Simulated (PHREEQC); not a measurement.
Solution (25 °C): 0.14 mol/kgw SrBr2. Closed to the air; pH follows from the charge balance.

The numbers come from PHREEQC with the ion-association model, wateq4f.dat.

Each row changes one thing in this solution. This is a speciation only: nothing precipitates in the calculation.

```csv
case,pH,SrOH+ (mol/kgw)
as made,6.93,2.33e-8
temperature from 25 to 15 °C,7.06,(withheld)
SrBr2 from 0.14 to 0.7 mol/kgw,6.81,9.53e-8
0.0045 mol/kgw LiOH added,11.39,0.000680
SrBr2 from 0.14 to 0.21 mol/kgw,6.91,3.20e-8
temperature from 25 to 20 °C,7.00,(withheld)
temperature from 25 to 45 °C,6.66,1.21e-8
```

Task: Complete the blanks.

Result: 
- temperature from 25 to 15 °C, SrOH+ (mol/kgw): 3.23e-8
- temperature from 25 to 20 °C, SrOH+ (mol/kgw): 2.75e-8

The ionic strength passes 0.7 mol/kgw, the rough limit of the ion-association models, in SrBr2 from 0.14 to 0.7 mol/kgw. Constants without temperature data keep their 25 °C values here.
